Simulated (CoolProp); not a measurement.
n-hexane along the isobar 1220 kPa: Z from the reference equation and from simpler models built on Tc = 234.7 °C, pc = 3044 kPa, ω = 0.300; each cubic takes its own stable root.

Model: reference Helmholtz-energy equation of state, Thol 2019, in CoolProp.

| T (°C) | phase | reference |
|---|---|---|
| 226.65 | gas | 0.8327 |
| 235.75 | gas | 0.8450 |
| 244.85 | gas | 0.8560 |
| 253.95 | gas | 0.8659 |
| 263.05 | gas | 0.8749 |
| 272.15 | gas | 0.8830 |
| 281.25 | gas | 0.8905 |
| 290.35 | gas | 0.8974 |
| 299.55 | gas | 0.9037 |
| 308.65 | gas | 0.9096 |
| 317.75 | gas | 0.9150 |
| 326.85 | gas | 0.9200 |

### Question
How far does each simpler model (Pitzer virial, Redlich-Kwong, Soave-Redlich-Kwong, Peng-Robinson) lie from the reference over these 12 states: mean and median of the absolute difference, and the worst?

### Answer
- Pitzer virial: mean 1.1 %, median 0.9 %, worst +2.3 % at 226.65 °C and 1220 kPa
- Redlich-Kwong: mean 0.5 %, median 0.5 %, worst +0.9 % at 226.65 °C and 1220 kPa
- Soave-Redlich-Kwong: mean 0.5 %, median 0.5 %, worst +0.7 % at 226.65 °C and 1220 kPa
- Peng-Robinson: mean 1.0 %, median 1.1 %, worst -1.1 % at 244.85 °C and 1220 kPa
